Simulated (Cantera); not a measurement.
An isothermal, constant-pressure homogeneous reactor starts with 41.7 % NO, 58.3 % N2, at 1800 K and 143 Torr.

Detailed kinetics in Cantera: GRI-Mech 3.0 (53 species, 325 reactions).

One state of this run: x NO = 0.406; x O2 = 0.00502; x NO2 = 8.96e-5; x N2O = 6.56e-5; x N2 = 0.588; x O = 2.99e-5. x: mole fraction; the columns are a selection and need not sum to one.

Q: Which value of t (s) does it belong to?
A) 0.0223
B) 0.609
C) 1.83
D) 0.00246

A: B, 0.609
